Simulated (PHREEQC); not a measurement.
Solution (25 °C): 0.0011 mol/kgw HF and 0.0013 mol/kgw NaF. Closed to the air; pH follows from the charge balance.

Model: ion-association model, phreeqc.dat, run in PHREEQC.

Precipitation was switched off in this run.

Problem. Predict the pH, ionic strength, specific conductance.

Solution. pH 3.49; ionic strength 0.00164 mol/kgw; specific conductance 264 µS/cm.

Problem. In which forms is F present?

Solution. F- 68 %, HF 32 % of the F.
